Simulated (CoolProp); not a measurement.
Values from CoolProp's reference Helmholtz-energy equation of state, Zhou 2012.

Q: Give the vapour pressure (bar), vapour density (kg/m³), surface tension (mN/m), vapour viscosity (µPa s) of saturated p-xylene at 395.6, 537.8 K.

A: 
```json
[
 {"T (K)": "395.6", "p (bar)": "0.650", "vapour density (kg/m³)": "2.17", "surface tension (mN/m)": "17.9", "vapour viscosity (µPa s)": "8.41"},
 {"T (K)": "537.8", "p (bar)": "12.4", "vapour density (kg/m³)": "39.9", "surface tension (mN/m)": "5.11", "vapour viscosity (µPa s)": "11.7"}
]
```

Viscosity comes from a separate model (Balogun 2015). Surface tension comes from a separate correlation (Mulero 2014).
